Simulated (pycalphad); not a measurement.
CALPHAD calculation (pycalphad, COST 507 light-alloy database (1999)), 1 atm. The database dates from 1999; later assessments differ in places, in temperatures and in the compounds included. Amounts are mole fractions of atoms.

Question: Give the equilibrium state of Al-18.75N (at.%) at 2027 °C.

Answer: liquid, fraction 0.627, with 0.14 N at.%; ALN, fraction 0.373, with 50.0 N at.%.

Question: Give the equilibrium state of Al-18.75N (at.%) at 327 °C.

Answer: fcc, fraction 0.625, with <0.01 N at.%; ALN, fraction 0.375, with 50.0 N at.%.

Database names, with the compositions (at.%) that they take in these runs: ALN: Al 50 N 50.
